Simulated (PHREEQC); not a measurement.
Solution (25 °C): 0.0044 mol H3BO3, 0.13 mol NaOH and 0.00013 mol KCl per kg of water. It is in equilibrium with CO2 at log p = -3.4 (atm). Otherwise closed; pH follows from the charge balance.

Model: ion-association model, wateq4f.dat, run in PHREEQC.

Each row changes one thing in this solution. This is a speciation only: nothing precipitates in the calculation.

| case | pH | ionic strength (mol/kgw) | HCO3- (mol/kgw) | CO3-2 (mol/kgw) | H2BO3- (mol/kgw) | H3BO3 (mol/kgw) |
|---|---|---|---|---|---|---|
| as made | 9.74 | 0.135 | 0.0426 | 0.0239 | 0.00360 | 0.000798 |
| temperature from 25 to 20 °C | 9.75 | 0.139 | 0.0473 | 0.0246 | 0.00356 | 0.000837 |
| NaOH left out | 5.53 | 0.000133 | 2.09e-6 | 3.48e-11 | 8.76e-7 | 0.00440 |
| KCl left out | 9.74 | 0.135 | 0.0426 | 0.0239 | 0.00360 | 0.000798 |
| 0.034 mol/kgw Na2CO3 added | 9.80 | 0.198 | 0.0510 | 0.0364 | 0.00373 | ___ |
| KCl from 0.00013 to 2.6e-05 mol/kgw | 9.74 | 0.135 | 0.0426 | 0.0239 | 0.00360 | 0.000798 |
| 0.065 mol/kgw Na2SO4 added | 9.65 | 0.292 | 0.0370 | ___ | 0.00356 | ___ |
| 0.015 mol/kgw H2SO4 added | ___ | 0.144 | 0.0359 | ___ | 0.00349 | 0.000912 |

Some entries are withheld; supply them.


- 0.034 mol/kgw Na2CO3 added, H3BO3 (mol/kgw): 0.000666
- 0.065 mol/kgw Na2SO4 added, CO3-2 (mol/kgw): 0.0205
- 0.065 mol/kgw Na2SO4 added, H3BO3 (mol/kgw): 0.000836
- 0.015 mol/kgw H2SO4 added, pH: 9.66
- 0.015 mol/kgw H2SO4 added, CO3-2 (mol/kgw): 0.0171

Complexes and solids missing from the database can't appear.
